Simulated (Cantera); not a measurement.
Mixture: CH4 : O2 : N2 = 1 : 1.33 : 5.01 (molar parts), at 1.00 bar, adiabatic and at constant pressure. Ignition delay is the time to a rise of 400 K.

Computed with Cantera and GRI-Mech 3.0 (53 species, 325 reactions).

Problem. Predict: delay at 1273 K; delay at 1373 K; delay at 1473 K; delay at 1573 K; delay at 1673 K; delay at 1773 K; apparent activation energy between 1573 and 1773 K.

Solution. 
- delay at 1273 K = 21.0 ms
- delay at 1373 K = 5.87 ms
- delay at 1473 K = 1.86 ms
- delay at 1573 K = 0.678 ms
- delay at 1673 K = 0.287 ms
- delay at 1773 K = 0.139 ms
- apparent activation energy between 1573 and 1773 K = 180 kJ/mol
